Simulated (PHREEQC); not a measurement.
Make-up at 25 °C: 71 mmol/kgw HF, 26 mmol/kgw H2SiF6 and 0.064 mmol/kgw HCl. Closed to the air; pH follows from the charge balance.

Computed with PHREEQC (ion-association model, phreeqc.dat).

Q: The ionic strength comes out as 0.0798 mol/kgw. What activity coefficients do HF2-, H+, F-, Cl-, SiF6-2 get?

A: HF2- 0.79, H+ 0.84, F- 0.78, Cl- 0.78, SiF6-2 0.40.

No solid was allowed to form. SiF6-2 is the database's only silicon fluoride.
